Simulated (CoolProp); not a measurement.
R410A at 253.35 K and 2.23 MPa is throttled through a valve to 0.574 MPa with no heat exchange. Each further row changes one setting.

Values from CoolProp's reference Helmholtz-energy equation of state, Lemmon 2003. It is a pseudo-pure fit of the blend.

```json
[
 {"case": "as stated", "temperature change (K)": "?", "final phase": "liquid", "final density (kg/m³)": "1240"},
 {"case": "outlet pressure 0.172 MPa", "temperature change (K)": "?", "final phase": "?", "final density (kg/m³)": "58.9"},
 {"case": "outlet pressure 0.746 MPa", "temperature change (K)": "?", "final phase": "liquid", "final density (kg/m³)": "1240"}
]
```

Problem. Complete the blanks.

Solution. 
- as stated, temperature change (K): +0.3
- outlet pressure 0.172 MPa, temperature change (K): -20.6
- outlet pressure 0.172 MPa, final phase: two-phase, vapour fraction 0.112
- outlet pressure 0.746 MPa, temperature change (K): +0.2
